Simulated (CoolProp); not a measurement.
Vapour-liquid equilibrium of propane (1) + isobutene (2) at 334.3 K; x and y are mole fractions of (1).

The numbers come from the multi-fluid Helmholtz-energy mixture model, Lemmon 2009 and Lemmon 2005; pair parameters Bell 2016 in CoolProp.

```json
[
 {"x": "0.05", "bubble pressure, mixture model (MPa)": "0.8836", "bubble pressure, Raoult's law (MPa)": "0.8709", "y, mixture model": "0.119", "y, Raoult's law": "0.124"},
 {"x": "0.125", "bubble pressure, mixture model (MPa)": "0.9951", "bubble pressure, Raoult's law (MPa)": "0.9732", "y, mixture model": "0.257", "y, Raoult's law": "0.278"},
 {"x": "0.2", "bubble pressure, mixture model (MPa)": "1.098", "bubble pressure, Raoult's law (MPa)": "1.076", "y, mixture model": "0.364", "y, Raoult's law": "0.403"},
 {"x": "0.275", "bubble pressure, mixture model (MPa)": "1.195", "bubble pressure, Raoult's law (MPa)": "1.178", "y, mixture model": "0.453", "y, Raoult's law": "0.506"},
 {"x": "0.35", "bubble pressure, mixture model (MPa)": "1.290", "bubble pressure, Raoult's law (MPa)": "1.280", "y, mixture model": "0.530", "y, Raoult's law": "0.592"},
 {"x": "0.425", "bubble pressure, mixture model (MPa)": "1.382", "bubble pressure, Raoult's law (MPa)": "1.383", "y, mixture model": "0.599", "y, Raoult's law": "0.666"},
 {"x": "0.5", "bubble pressure, mixture model (MPa)": "1.475", "bubble pressure, Raoult's law (MPa)": "1.485", "y, mixture model": "0.662", "y, Raoult's law": "0.730"},
 {"x": "0.575", "bubble pressure, mixture model (MPa)": "1.570", "bubble pressure, Raoult's law (MPa)": "1.587", "y, mixture model": "0.721", "y, Raoult's law": "0.785"},
 {"x": "0.65", "bubble pressure, mixture model (MPa)": "1.666", "bubble pressure, Raoult's law (MPa)": "1.690", "y, mixture model": "0.776", "y, Raoult's law": "0.834"},
 {"x": "0.725", "bubble pressure, mixture model (MPa)": "1.766", "bubble pressure, Raoult's law (MPa)": "1.792", "y, mixture model": "0.828", "y, Raoult's law": "0.877"},
 {"x": "0.8", "bubble pressure, mixture model (MPa)": "1.869", "bubble pressure, Raoult's law (MPa)": "1.894", "y, mixture model": "0.878", "y, Raoult's law": "0.915"},
 {"x": "0.875", "bubble pressure, mixture model (MPa)": "1.977", "bubble pressure, Raoult's law (MPa)": "1.997", "y, mixture model": "0.926", "y, Raoult's law": "0.950"},
 {"x": "0.95", "bubble pressure, mixture model (MPa)": "2.090", "bubble pressure, Raoult's law (MPa)": "2.099", "y, mixture model": "0.971", "y, Raoult's law": "0.981"}
]
```

The largest gap from Raoult's law is +2.3 % in bubble pressure, at x = 0.125. No azeotrope shows between x = 0.05 and 0.95.

The pair parameters rest on a limited set of measurements; away from them the model extrapolates. The gap from Raoult's law changes sign with composition, which may be real or a fault of the pair parameters; it wasn't checked against measurements.
